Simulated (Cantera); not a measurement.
Feed: 1 mol Ti, 0.47 mol H2O, 9.9 mol CO, at 1.00 Torr.

Points: T (K) = 1723, 1748, 1773, 1798, 1823, 1848, 1873, 1898, 1923, 1948, 1973.

Cantera's Mixture.equilibrate('TP', solver="vcs", rtol=1e-11, max_steps=5000) on the NASA tables stopped like this:

```
-03
   condensed (mol): TiC(s) 0.2651  TiO(b) 0.7348
T = 1798 K  P = 133.322 Pa  gas = 10.12 mol
   x: CO 9.525e-01  H2 4.543e-02  H 2.055e-03
   condensed (mol): TiC(s) 0.2651  TiO(b) 0.7348
T = 1823 K  P = 133.322 Pa  gas = 10.12 mol
   x: CO 9.522e-01  H2 4.519e-02  H 2.522e-03
   condensed (mol): TiC(s) 0.2651  TiO(b) 0.7347
T = 1848 K  P = 133.322 Pa  gas = 10.12 mol
   x: CO 9.520e-01  H2 4.490e-02  H 3.077e-03
   condensed (mol): TiC(s) 0.2651  TiO(b) 0.7345
T = 1873 K  P = 133.322 Pa  gas = 10.12 mol
   x: CO 9.516e-01  H2 4.455e-02  H 3.731e-03
   condensed (mol): TiC(s) 0.265  TiO(b) 0.7343

*******************************************************************************
CanteraError thrown by VCS_SOLVE::solve_tp_inner:
vcs_solve_TP: ERROR on step change wt[120:Ti4O7(s)]: -3.469446951953614e-18 < 0.0
*******************************************************************************
```

What got this run through?

This is not unique; one that fits is The failure is numerical, not chemical. The same input converged with solver="gibbs", rtol=1e-10, max_steps=50000, and the result passed a check of the equilibrium conditions:
```
T = 1723 K  P = 133.322 Pa  gas = 9.963 mol
   x: CO 9.523e-01  H2 4.663e-02  H 1.078e-03
   condensed (mol): TiC(s) 0.4121  Ti2O3(b) 0.2939
T = 1748 K  P = 133.322 Pa  gas = 9.965 mol
   x: CO 9.521e-01  H2 4.649e-02  H 1.349e-03
   condensed (mol): TiC(s) 0.4121  Ti2O3(b) 0.2939
T = 1773 K  P = 133.322 Pa  gas = 10.11 mol
   x: CO 9.527e-01  H2 4.564e-02  H 1.664e-03
   condensed (mol): TiC(s) 0.2651  TiO(b) 0.7348
T = 1798 K  P = 133.322 Pa  gas = 10.12 mol
   x: CO 9.525e-01  H2 4.543e-02  H 2.055e-03
   condensed (mol): TiC(s) 0.2651  TiO(b) 0.7348
T = 1823 K  P = 133.322 Pa  gas = 10.12 mol
   x: CO 9.522e-01  H2 4.519e-02  H 2.522e-03
   condensed (mol): TiC(s) 0.2651  TiO(b) 0.7347
T = 1848 K  P = 133.322 Pa  gas = 10.12 mol
   x: CO 9.520e-01  H2 4.490e-02  H 3.077e-03
   condensed (mol): TiC(s) 0.2651  TiO(b) 0.7345
T = 1873 K  P = 133.322 Pa  gas = 10.12 mol
   x: CO 9.516e-01  H2 4.455e-02  H 3.731e-03
   condensed (mol): TiC(s) 0.265  TiO(b) 0.7343
T = 1898 K  P = 133.322 Pa  gas = 10.13 mol
   x: CO 9.512e-01  H2 4.415e-02  H 4.498e-03
   condensed (mol): TiC(s) 0.265  TiO(b) 0.7339
T = 1923 K  P = 133.322 Pa  gas = 10.13 mol
   x: CO 9.507e-01  H2 4.368e-02  H 5.392e-03
   condensed (mol): TiC(s) 0.2649  TiO(b) 0.7333
T = 1948 K  P = 133.322 Pa  gas = 10.14 mol
   x: CO 9.501e-01  H2 4.313e-02  H 6.427e-03
   condensed (mol): TiC(s) 0.2648  TiO(b) 0.7324
T = 1973 K  P = 133.322 Pa  gas = 10.15 mol
   x: CO 9.494e-01  H2 4.250e-02  H 7.618e-03
   condensed (mol): TiC(s) 0.2645  TiO(b) 0.7309
```

The gas is ideal and each condensed phase is pure. Mutual solubility and eutectic melting of coexisting phases are not modelled. TiC, TiO: taken at fixed stoichiometry. Condensed phases not in the tables: solid solutions among these carbides, nitrides and lower oxides.
